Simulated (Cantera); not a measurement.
A perfectly stirred reactor is fed with CO : H₂ : CH₄ : O₂ : N₂ = 1 : 0.096 : 0.19 : 0.714 : 2.68 (molar parts), equivalence ratio 1.3, at 0.440 bar; it is adiabatic with a 598 K inlet, and is followed from long to short residence time, starting on the burning branch (τ in s: 0.03, 0.015, 0.0072, 0.0035, 0.0017, 0.00084, 0.00041, 0.0002, 0.0001, 4.9e-05, 2.4e-05).

Detailed kinetics in Cantera: GRI-Mech 3.0 (53 species, 325 reactions).

Question: What does this change do: pressure from 0.440 bar to 1.01 bar?

Answer: 
| quantity | before | after |
|---|---|---|
| blow-out, bracketed by the residence times tried | burning at 0.100 ms, out at 49.0 µs | burning at 49.0 µs, out at 24.0 µs |
| x(CO) at τ = 30.0 ms | 0.108 | 0.101 |
| x(H₂) at τ = 30.0 ms | 0.0106 | 0.00940 |
| x(CH₄) at τ = 30.0 ms | 3.05e-6 | 2.17e-6 |
| x(O) at τ = 30.0 ms | 0.00231 | 0.00101 |
| x(H) at τ = 30.0 ms | 0.00504 | 0.00274 |
| x(CO) at τ = 0.840 ms | 0.128 | 0.120 |
| x(H₂) at τ = 0.840 ms | 0.0155 | 0.0132 |
| x(CH₄) at τ = 0.840 ms | 5.32e-5 | 2.90e-5 |
| x(O) at τ = 0.840 ms | 0.0109 | 0.00600 |
| x(H) at τ = 0.840 ms | 0.0242 | 0.0119 |

Question: What does this change do: inlet temperature 598 to 375 K?

Answer: 
| quantity | before | after |
|---|---|---|
| blow-out, bracketed by the residence times tried | burning at 0.100 ms, out at 49.0 µs | burning at 0.200 ms, out at 0.100 ms |
| x(CO) at τ = 30.0 ms | 0.108 | 0.103 |
| x(H₂) at τ = 30.0 ms | 0.0106 | 0.0107 |
| x(CH₄) at τ = 30.0 ms | 3.05e-6 | 3.96e-6 |
| x(O) at τ = 30.0 ms | 0.00231 | 0.00188 |
| x(H) at τ = 30.0 ms | 0.00504 | 0.00494 |
| x(CO) at τ = 0.840 ms | 0.128 | 0.122 |
| x(H₂) at τ = 0.840 ms | 0.0155 | 0.0154 |
| x(CH₄) at τ = 0.840 ms | 5.32e-5 | 7.02e-5 |
| x(O) at τ = 0.840 ms | 0.0109 | 0.00943 |
| x(H) at τ = 0.840 ms | 0.0242 | 0.0245 |

Question: What does this change do: 0.36 parts H2O added?

Answer: 
| quantity | before | after |
|---|---|---|
| blow-out, bracketed by the residence times tried | burning at 0.100 ms, out at 49.0 µs | burning at 0.100 ms, out at 49.0 µs |
| x(CO) at τ = 30.0 ms | 0.108 | 0.0885 |
| x(H₂) at τ = 30.0 ms | 0.0106 | 0.0157 |
| x(CH₄) at τ = 30.0 ms | 3.05e-6 | 3.81e-6 |
| x(O) at τ = 30.0 ms | 0.00231 | 0.00135 |
| x(H) at τ = 30.0 ms | 0.00504 | 0.00461 |
| x(CO) at τ = 0.840 ms | 0.128 | 0.105 |
| x(H₂) at τ = 0.840 ms | 0.0155 | 0.0225 |
| x(CH₄) at τ = 0.840 ms | 5.32e-5 | 6.17e-5 |
| x(O) at τ = 0.840 ms | 0.0109 | 0.00719 |
| x(H) at τ = 0.840 ms | 0.0242 | 0.0217 |
